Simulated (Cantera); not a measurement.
Feed: 1 mol trisilylamine, 5.1 mol N₂, equilibrated at 133 Pa.

Cantera equilibrium calculation (NASA polynomials, part measured and part estimated; ideal gas, pure solids and liquids). Candidate condensed phases: Si, Si₃N₄; 18 gas species. The feed counts by its element totals alone. Gases not in the tables: Si₂H₆ and higher silanes. The numbers say what is thermodynamically allowed, not how fast it happens.

Question: Which condensed phases are stable at each of these points (T (K)): 700, 800, 900, 1000, 1100, 1200, 1300, 1400, 1500, 1600, 1700, 1800, 1900, 2000?

Answer: 
```json
[
 {"T (K)": "700", "condensed phases": "Si₃N₄(s)", "Si condensed (%)": "100.0"},
 {"T (K)": "800", "condensed phases": "Si₃N₄(s)", "Si condensed (%)": "100.0"},
 {"T (K)": "900", "condensed phases": "Si₃N₄(s)", "Si condensed (%)": "100.0"},
 {"T (K)": "1000", "condensed phases": "Si₃N₄(s)", "Si condensed (%)": "100.0"},
 {"T (K)": "1100", "condensed phases": "Si₃N₄(s)", "Si condensed (%)": "100.0"},
 {"T (K)": "1200", "condensed phases": "Si₃N₄(s)", "Si condensed (%)": "100.0"},
 {"T (K)": "1300", "condensed phases": "Si₃N₄(s)", "Si condensed (%)": "100.0"},
 {"T (K)": "1400", "condensed phases": "Si₃N₄(s)", "Si condensed (%)": "100.0"},
 {"T (K)": "1500", "condensed phases": "Si₃N₄(s)", "Si condensed (%)": "100.0"},
 {"T (K)": "1600", "condensed phases": "Si₃N₄(s)", "Si condensed (%)": "100.0"},
 {"T (K)": "1700", "condensed phases": "Si(l)", "Si condensed (%)": "99.8"},
 {"T (K)": "1800", "condensed phases": "Si(l)", "Si condensed (%)": "99.1"},
 {"T (K)": "1900", "condensed phases": "Si(l)", "Si condensed (%)": "96.5"},
 {"T (K)": "2000", "condensed phases": "Si(l)", "Si condensed (%)": "87.6"}
]
```

From 700 K to 1600 K the condensed part is Si₃N₄(s). From 1700 K to 2000 K the condensed part is Si(l).
